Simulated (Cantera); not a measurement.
**Gas-phase reforming**

A perfectly stirred reactor is fed with CH4 : CO2 : H2 = 1 : 0.37 : 0.8 (molar parts), at 430000 Pa; it is held at 1523 K, and followed from long to short residence time.

Detailed kinetics in Cantera: GRI-Mech 3.0 (53 species, 325 reactions). GRI-Mech 3.0 stops at C3 and has no aromatics, soot or wall deposition, so with more carbon than oxygen in the feed, carbon stays in small species such as C2H2 where larger ones or solid carbon would form.

```json
[
 {"τ (s)": "5.0", "x CH4": "0.203", "x CO2": "0.0142", "x H2": "0.468", "x CH3": "6.64e-5", "x H2O2": "<1e-12"},
 {"τ (s)": "1.2", "x CH4": "0.220", "x CO2": "0.0251", "x H2": "0.440", "x CH3": "7.20e-5", "x H2O2": "<1e-12"},
 {"τ (s)": "0.27", "x CH4": "0.270", "x CO2": "0.0591", "x H2": "0.421", "x CH3": "8.06e-5", "x H2O2": "<1e-12"},
 {"τ (s)": "0.063", "x CH4": "0.362", "x CO2": "0.120", "x H2": "0.401", "x CH3": "9.45e-5", "x H2O2": "<1e-12"},
 {"τ (s)": "0.015", "x CH4": "0.429", "x CO2": "0.156", "x H2": "0.380", "x CH3": "0.000104", "x H2O2": "<1e-12"},
 {"τ (s)": "0.0034", "x CH4": "0.453", "x CO2": "0.167", "x H2": "0.371", "x CH3": "0.000105", "x H2O2": "<1e-12"},
 {"τ (s)": "0.00078", "x CH4": "0.459", "x CO2": "0.170", "x H2": "0.369", "x CH3": "9.67e-5", "x H2O2": "<1e-12"},
 {"τ (s)": "0.00018", "x CH4": "0.460", "x CO2": "0.170", "x H2": "0.369", "x CH3": "7.98e-5", "x H2O2": "<1e-12"}
]
```
x: mole fraction; the columns are a selection and need not sum to one.
